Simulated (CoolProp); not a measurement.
Vapour pressure (kPa) of sulfur dioxide: the reference equation beside estimates from Tc = 430.6 K, pc = 7887 kPa, ω = 0.256. Clausius-Clapeyron is anchored at 280.8 K with a constant enthalpy of vaporisation of 23.92 kJ/mol.

The numbers come from the reference Helmholtz-energy equation of state, Gao 2016 in CoolProp.

```
T (K)  reference  Lee-Kesler  Clausius-Clapeyron  van der Waals  Peng-Robinson
-----  ---------  ----------  ------------------  -------------  -------------
266.3      116.5       114.9               120.5          813.7          117.4
269.9      135.9       134.2               139.2          877.2          136.6
273.5      157.7       156.1               160.2          944.0          158.4
277.2      183.0       181.5               184.4           1016          183.5
280.8      210.6       209.1               210.6           1090          210.8
284.4      241.3       240.0               239.8           1167          241.3
288        275.4       274.3               272.1           1247          275.1
291.6      313.2       312.3               307.8           1332          312.6
295.2      354.9       354.3               347.1           1420          353.9
298.8      400.7       400.5               390.4           1511          399.3
302.4      451.0       451.1               437.8           1607          449.2
306        506.0       506.6               489.7           1706          503.7
309.6      566.0       567.0               546.2           1809          563.2
313.3      633.1       634.6               609.6           1919          629.8
316.9      704.1       706.1               676.6           2030          700.3
```

Absolute difference from the reference over all 15 rows, mean and median: Lee-Kesler 0.5 and 0.3 %, Clausius-Clapeyron 2.3 and 2.4 %, van der Waals 350.6 and 325.3 %, Peng-Robinson 0.4 and 0.4 %.
